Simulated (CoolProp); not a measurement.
A closed Brayton cycle with carbon dioxide: compressor inlet 321.15 K and 8.3 MPa, high pressure 25.7 MPa, turbine inlet 915 K, compressor efficiency 0.89, turbine efficiency 0.85, recuperator effectiveness 0 (on enthalpy, no pinch check). Each further row changes one setting.

Model: reference Helmholtz-energy equation of state, Span 1996, in CoolProp.

```tsv
case	thermal efficiency (%)	net work (kJ/kg)	compressor to turbine work	compressor exit (K)	turbine exit (K)
as stated	15.2	102	0.35	410.6	779.4
turbine inlet 865 K	15.2	92.2	0.37	410.6	___
compressor inlet 331.15 K	14.7	___	0.40	429.0	779.4
high pressure 21.8 MPa	13.3	90.2	0.33	___	798.5
recuperator effectiveness 0.5	22.3	102	0.35	410.6	779.4
```

Complete the blanks.


- turbine inlet 865 K, turbine exit (K): 734.0
- compressor inlet 331.15 K, net work (kJ/kg): 93.8
- high pressure 21.8 MPa, compressor exit (K): 397.3
